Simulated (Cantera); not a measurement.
An isothermal, constant-pressure homogeneous reactor starts with 59.2 % NH3, 40.8 % N2, at 1923 K and 1.00 bar.

Model: the gas-phase N/H chemistry of the illustrative SiF4/NH3 mechanism in the Surface Chemkin manual (1991), integrated in Cantera. Walls and surfaces, which speed up NH3 decomposition in real reactors, are not modelled.

One state of this run: x NH3 = 0.217; x N = 3.42e-7; x N2 = 0.430; x N2H4 = 8.36e-8; x NH = 5.50e-6; x H = 0.000177; x H2 = 0.353. x: mole fraction; the columns are a selection and need not sum to one.

Question: Which value of t (s) does it belong to?
(A) 3.00
(B) 0.0845
(C) 0.0142
(D) 0.00238

Answer: B, 0.0845
